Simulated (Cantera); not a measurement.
Input (Python, Cantera):

```python
import numpy as np
import cantera as ct

gas = ct.Solution("gri30.yaml")
gas.TPX = 1000, 95000, {'CO': 0.0047, 'O2': 0.024, 'H2O': 0.0014, 'N2': 1}
reactor = ct.IdealGasConstPressureReactor(gas, energy="off", clone=False)
net = ct.ReactorNet([reactor])
net.rtol, net.atol = 1e-08, 1e-18
show = ['CO', 'O2', 'H2O', 'N2O', 'HO2', 'H2O2', 'NO2']
times = np.geomspace(9e-06, 20, 11)

steps = ct.SolutionArray(gas, extra=["t"])
rows = []
print(f"{'t/s':>10s}{'T/K':>9s}{'P/Pa':>11s}" + "".join(f"{s:>11s}" for s in show))
for t in times:
    while net.time < t:
        t_next = net.step()
        steps.append(gas.state, t=t_next)
    rows.append([np.interp(t, steps.t, y) for y in (steps.T, steps.P, *steps(*show).X.T)])
    print(f"{t:10.3e}{rows[-1][0]:9.1f}{rows[-1][1]:11.4g}" + "".join(f"{x:11.3e}" for x in rows[-1][2:]))
rate = np.gradient(steps.T, steps.t)
print("integrator steps:", len(steps.t))
if steps.T.max() > steps.T[0] + 200:
    print(f"time of steepest temperature rise: {steps.t[rate.argmax()]:.4e} s")
gas.TPX = 1000, 95000, {'CO': 0.0047, 'O2': 0.024, 'H2O': 0.0014, 'N2': 1}
gas.equilibrate("TP")
print(f"equilibrium (TP): T = {gas.T:.1f} K  " + "  ".join(f"{s} {gas[s].X[0]:.3e}" for s in show))
```

It prints:

```
       t/s      T/K       P/Pa         CO         O2        H2O        N2O        HO2       H2O2        NO2
 9.000e-06   1000.0    9.5e+04  4.563e-03  2.330e-02  1.359e-03  5.549e-19  3.255e-16  8.329e-24  1.528e-35
 3.881e-05   1000.0    9.5e+04  4.563e-03  2.330e-02  1.359e-03  1.002e-17  1.580e-15  1.631e-22  1.513e-33
 1.673e-04   1000.0    9.5e+04  4.563e-03  2.330e-02  1.359e-03  1.822e-16  2.869e-14  7.854e-21  1.910e-31
 7.216e-04   1000.0    9.5e+04  4.563e-03  2.330e-02  1.359e-03  3.333e-15  1.447e-12  1.604e-18  4.488e-29
 3.111e-03   1000.0    9.5e+04  4.563e-03  2.330e-02  1.359e-03  6.019e-14  4.026e-11  2.187e-16  3.681e-26
 1.342e-02   1000.0    9.5e+04  4.563e-03  2.330e-02  1.359e-03  1.050e-12  7.794e-10  3.361e-14  4.812e-23
 5.785e-02   1000.0    9.5e+04  4.563e-03  2.330e-02  1.359e-03  3.049e-11  2.290e-08  3.640e-11  2.911e-19
 2.495e-01   1000.0    9.5e+04  4.441e-03  2.324e-02  1.357e-03  1.335e-08  1.467e-06  2.510e-07  2.000e-12
 1.076e+00   1000.0    9.5e+04  3.394e-03  2.273e-02  1.354e-03  1.153e-07  1.454e-06  2.488e-07  1.185e-10
 4.638e+00   1000.0    9.5e+04  1.096e-03  2.160e-02  1.359e-03  3.728e-07  8.708e-07  9.610e-08  1.716e-09
 2.000e+01   1000.0    9.5e+04  4.901e-05  2.109e-02  1.362e-03  5.613e-07  1.428e-07  2.811e-09  7.097e-09
integrator steps: 855
equilibrium (TP): T = 1000.0 K  CO 1.981e-12  O2 2.106e-02  H2O 1.362e-03  N2O 9.852e-10  HO2 1.912e-11  H2O2 5.426e-13  NO2 1.832e-07
```

Detailed kinetics in Cantera: GRI-Mech 3.0 (53 species, 325 reactions).
